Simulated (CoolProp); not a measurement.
Vapour-liquid equilibrium of acetone (1) + cyclohexane (2) at 0.526 MPa; x and y are mole fractions of (1).

Computed with CoolProp (multi-fluid Helmholtz-energy mixture model, Lemmon 2006 and Zhou 2014; pair parameters Bell 2016).

```tsv
x	bubble temperature (K)	y at the bubble point	dew temperature at overall composition x (K)	liquid density (mol/L)
0.05	410.7	0.204	418.3	7.898
0.15	399.2	0.415	413.4	8.236
0.25	393.5	0.517	408.3	8.528
0.35	390.4	0.578	402.9	8.821
0.45	388.4	0.624	397.3	9.136
0.55	387.0	0.667	391.8	9.485
0.65	386.1	0.713	387.5	9.877
0.75	385.5	0.767	385.6	10.31
0.85	385.5	0.839	385.6	10.80
0.95	386.3	0.936	386.5	11.33
```

y crosses x between x = 0.75 and 0.85: the model has an azeotrope there.

Pair parameters are fitted to limited data, so mixtures are less certain than the pure fluids.
